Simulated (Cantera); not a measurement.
Cantera with NASA thermochemical tables; ideal gases at 1 bar, condensed phases pure. Values are per mole of reaction as written; species without (g) are pure solids or liquids, kept so even where they would boil at 1 bar.

2 B₂O₃(g) + 7 N(g) = 4 BN + 3 NO₂(g)

```json
[
 {"T (K)": "375", "ΔH° (kJ)": "-2544.1", "ΔS° (J/K)": "-879.7", "ΔG° (kJ)": "-2214.2", "log10 K": "308.42"},
 {"T (K)": "450", "ΔH° (kJ)": "-2549.1", "ΔS° (J/K)": "-891.8", "ΔG° (kJ)": "-2147.8", "log10 K": "249.30"},
 {"T (K)": "525", "ΔH° (kJ)": "?", "ΔS° (J/K)": "?", "ΔG° (kJ)": "?", "log10 K": "?"},
 {"T (K)": "600", "ΔH° (kJ)": "?", "ΔS° (J/K)": "?", "ΔG° (kJ)": "?", "log10 K": "?"},
 {"T (K)": "675", "ΔH° (kJ)": "-2558.3", "ΔS° (J/K)": "-908.9", "ΔG° (kJ)": "-1944.8", "log10 K": "150.49"},
 {"T (K)": "750", "ΔH° (kJ)": "?", "ΔS° (J/K)": "?", "ΔG° (kJ)": "?", "log10 K": "?"},
 {"T (K)": "825", "ΔH° (kJ)": "-2561.2", "ΔS° (J/K)": "-912.8", "ΔG° (kJ)": "-1808.1", "log10 K": "114.48"},
 {"T (K)": "900", "ΔH° (kJ)": "-2562.0", "ΔS° (J/K)": "-913.8", "ΔG° (kJ)": "-1739.6", "log10 K": "100.96"}
]
```

**Question.** What belongs in the gaps?

**Answer.** 
- 525, ΔH° (kJ): -2553.0
- 525, ΔS° (J/K): -899.9
- 525, ΔG° (kJ): -2080.6
- 525, log10 K: 207.00
- 600, ΔH° (kJ): -2556.1
- 600, ΔS° (J/K): -905.4
- 600, ΔG° (kJ): -2012.8
- 600, log10 K: 175.23
- 750, ΔH° (kJ): -2560.0
- 750, ΔS° (J/K): -911.3
- 750, ΔG° (kJ): -1876.5
- 750, log10 K: 130.69
